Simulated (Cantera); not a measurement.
Cantera with NASA thermochemical tables; ideal gases at 1 bar, condensed phases pure. Values are per mole of reaction as written; species without (g) are pure solids or liquids, kept so even where they would boil at 1 bar. TaC: taken at fixed stoichiometry.

Question: Between 300 and 1900 K, where is each reaction favourable under standard conditions?
- 4 O₃(g) + 3 TaC ⇌ 3 TaO₂(g) + 3 CO₂(g)

Answer: 
- 4 O₃(g) + 3 TaC ⇌ 3 TaO₂(g) + 3 CO₂(g): ΔG° is -2038 kJ at 300 K and -2600 kJ at 1900 K; it stays negative (K > 1). ΔH° is -1998 kJ and ΔS° 317 J/K at 1900 K.
